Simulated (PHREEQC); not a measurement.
Dissolve 0.029 mol/kgw KOH, 0.00059 mol/kgw CO2 and 0.00095 mol/kgw Na2CO3 at 5 °C. Closed to the air; pH follows from the charge balance.

Computed with PHREEQC (ion-association model, phreeqc.dat).

```csv
quantity,before,after
pH,13.10,9.94
ionic strength (mol/kgw),0.0324,0.00224
NaCO3- (mol/kgw),9.82e-6,3.34e-6
HCO3- (mol/kgw),2.72e-6,0.00120
NaHCO3 (mol/kgw),2.37e-9,1.30e-6
```

Problem. Which change was made?
A) temperature from 5 to 55 °C
B) diluted 5-fold with water
C) temperature from 5 to 15 °C
D) KOH left out
E) CO2 left out

Solution. D, KOH left out

No solid was allowed to form. Constants without temperature data keep their 25 °C values here.
